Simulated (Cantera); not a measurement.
An isothermal, constant-pressure homogeneous reactor starts with CH4 : H2O : H2 = 1 : 1.5 : 1.4 (molar parts), at 1675 K and 1000000 Pa. Integrator tolerance rtol = 1e-08.

Detailed kinetics in Cantera: GRI-Mech 3.0 (53 species, 325 reactions).

Task: What does this change do: CH4 1 to 4.6 parts?

Result: 
| quantity | before | after |
|---|---|---|
| x(CH4) at 2.00 s | 0.0420 (gas-phase equilibrium 5.73e-5) | 0.165 (gas-phase equilibrium 0.162) |
| x(H2O) at 2.00 s | 0.133 (gas-phase equilibrium 0.0796) | 0.00645 (gas-phase equilibrium 1.47e-5) |
| x(H2) at 2.00 s | 0.685 (gas-phase equilibrium 0.751) | 0.648 (gas-phase equilibrium 0.655) |
| x(C2H6) at 2.00 s | 1.60e-5 (gas-phase equilibrium 2.75e-11) | 0.000263 (gas-phase equilibrium 0.000252) |
| x(CH2) at 2.00 s | 1.83e-9 (gas-phase equilibrium 2.13e-12) | 7.25e-9 (gas-phase equilibrium 6.92e-9) |
| x(O2) at 2.00 s | <1e-12 (gas-phase equilibrium <1e-12) | <1e-12 (gas-phase equilibrium <1e-12) |
GRI-Mech 3.0 stops at C3 and has no aromatics, soot or wall deposition, so with more carbon than oxygen in the feed, carbon stays in small species such as C2H2 where larger ones or solid carbon would form.
